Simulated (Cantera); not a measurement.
A closed system holds: 1 mol borazine, 5.4 mol N₂, a varied amount of O₂, at 72.0 mbar.

Points: T (K) = 1523, 1623, 1723, 1823, 1923, 2023, 2123, 2223, 2323; n(O2) (mol) = 0.92, 1.1, 1.3, 1.5, 1.7, 2, 2.3, 2.7, 3.2, 3.7, 4.4.

Cantera's Mixture.equilibrate('TP', solver="vcs", rtol=1e-11, max_steps=5000) on the NASA tables stopped like this:

```
ERROR: FAILURE its = 5001!

*******************************************************************************
CanteraError thrown by MultiPhase::equilibrate:
VCS solver failed. Return code: -1
*******************************************************************************
```

Problem. What got this run through?

Solution. Several could match; the one computed here: The failure is numerical, not chemical. The same input converged with solver="gibbs", rtol=1e-10, max_steps=50000, and the result passed a check of the equilibrium conditions:
```
   1523       0.92  BN(s) + B2O3(L)
   1523        1.1  BN(s) + B2O3(L)
   1523        1.3  BN(s) + B2O3(L)
   1523        1.5  BN(s) + B2O3(L)
   1523        1.7  BN(s) + B2O3(L)
   1523          2  BN(s) + B2O3(L)
   1523        2.3  B2O3(L)
   1523        2.7  B2O3(L)
   1523        3.2  B2O3(L)
   1523        3.7  B2O3(L)
   1523        4.4  B2O3(L)
   1623       0.92  BN(s) + B2O3(L)
   1623        1.1  BN(s) + B2O3(L)
   1623        1.3  BN(s) + B2O3(L)
   1623        1.5  BN(s) + B2O3(L)
   1623        1.7  BN(s) + B2O3(L)
   1623          2  BN(s) + B2O3(L)
   1623        2.3  B2O3(L)
   1623        2.7  B2O3(L)
   1623        3.2  B2O3(L)
   1623        3.7  B2O3(L)
   1623        4.4  B2O3(L)
   1723       0.92  BN(s) + B2O3(L)
   1723        1.1  BN(s) + B2O3(L)
   1723        1.3  BN(s) + B2O3(L)
   1723        1.5  BN(s) + B2O3(L)
   1723        1.7  BN(s) + B2O3(L)
   1723          2  BN(s) + B2O3(L)
   1723        2.3  B2O3(L)
   1723        2.7  B2O3(L)
   1723        3.2  B2O3(L)
   1723        3.7  B2O3(L)
   1723        4.4  B2O3(L)
   1823       0.92  BN(s)
   1823        1.1  BN(s)
   1823        1.3  BN(s)
   1823        1.5  BN(s)
   1823        1.7  BN(s) + B2O3(L)
   1823          2  BN(s) + B2O3(L)
   1823        2.3  B2O3(L)
   1823        2.7  B2O3(L)
   1823        3.2  gas only
   1823        3.7  gas only
   1823        4.4  gas only
   1923       0.92  BN(s)
   1923        1.1  BN(s)
   1923        1.3  BN(s)
   1923        1.5  BN(s)
   1923        1.7  BN(s)
   1923          2  BN(s)
   1923        2.3  gas only
   1923        2.7  gas only
   1923        3.2  gas only
   1923        3.7  gas only
   1923        4.4  gas only
   2023       0.92  BN(s)
   2023        1.1  BN(s)
   2023        1.3  BN(s)
   2023        1.5  BN(s)
   2023        1.7  BN(s)
   2023          2  gas only
   2023        2.3  gas only
   2023        2.7  gas only
   2023        3.2  gas only
   2023        3.7  gas only
   2023        4.4  gas only
   2123       0.92  BN(s)
   2123        1.1  BN(s)
   2123        1.3  BN(s)
   2123        1.5  BN(s)
   2123        1.7  gas only
   2123          2  gas only
   2123        2.3  gas only
   2123        2.7  gas only
   2123        3.2  gas only
   2123        3.7  gas only
   2123        4.4  gas only
   2223       0.92  BN(s)
   2223        1.1  BN(s)
   2223        1.3  BN(s)
   2223        1.5  BN(s)
   2223        1.7  gas only
   2223          2  gas only
   2223        2.3  gas only
   2223        2.7  gas only
   2223        3.2  gas only
   2223        3.7  gas only
   2223        4.4  gas only
   2323       0.92  BN(s)
   2323        1.1  BN(s)
   2323        1.3  BN(s)
   2323        1.5  BN(s)
   2323        1.7  gas only
   2323          2  gas only
   2323        2.3  gas only
   2323        2.7  gas only
   2323        3.2  gas only
   2323        3.7  gas only
   2323        4.4  gas only
```

The gas is ideal and each condensed phase is pure. The feed counts by its element totals alone. Mutual solubility and eutectic melting of coexisting phases are not modelled.
